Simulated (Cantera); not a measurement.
Feed: 1 mol FeS2, 4.9 mol H2S, 4.3 mol H2O, equilibrated at 775 °C and 0.0100 bar.

Method: chemical equilibrium by Gibbs-energy minimisation in Cantera with the NASA 1993 tables (ideal gas, pure condensed phases). Candidate condensed phases: Fe, FeO, Fe(OH)2, Fe(OH)3, FeS, FeSO4, FeS2, Fe2O3, Fe2(SO4)3, Fe3O4, H2O, H2SO4, S; 22 gas species. FeS: taken at fixed stoichiometry. Gases not in the tables: S3 to S7. Equilibrium is a limit: real reactors are often held back by kinetics, nucleation or transport.

### Question
What is the equilibrium state?

### Answer
| Property | Value |
|---|---|
| x(H2O) | 0.414 |
| x(H2S) | 0.348 |
| x(H2) | 0.127 |
| x(S2) | 0.110 |
| x(SO2) | 0.000672 |
| x(SH) | 0.000146 |
| x(S2O) | 8.95e-5 |
| x(SO) | 6.09e-6 |
| n(FeS(s)) | 1.00 mol |
| gas amount | 10.35 mol |
| log10 activity of S(l) (absent) | -1.97 |
| log10 activity of Fe(α) (absent) | -3.24 |
| log10 activity of Fe(OH)2(s) (absent) | -9.36 |
